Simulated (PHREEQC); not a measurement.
A PHREEQC speciation (ion-association model, phreeqc.dat) at 25 °C gives pH 5.81 and these molalities:

```
species      mol/kgw
----------  --------
Fe+2           0.112
SO4-2          0.110
FeSO4          0.108
CdSO4        0.00428
Cd(SO4)2-2   0.00427
Cd+2         0.00245
Cl-         0.000100
Na+          9.81e-5
NaSO4-       1.19e-5
FeOH+        8.47e-6
CdCl+        6.03e-6
HSO4-        4.84e-6
FeCl+        3.57e-6
H+           2.02e-6
FeHSO4+      1.67e-6
CdOH+        5.11e-8
```

**Question.** What are the element totals, and what could have been dissolved in 1 kg of water to give them?

**Answer.** One answer among several that fit: totals Cd 0.0110, Cl 0.000110, Fe(2) 0.220, Na 0.000110, S(6) 0.231 mol/kgw, from 0.011 mol CdSO4, 0.00011 mol NaCl and 0.22 mol FeSO4 per kg of water.

Precipitation was switched off in this run.
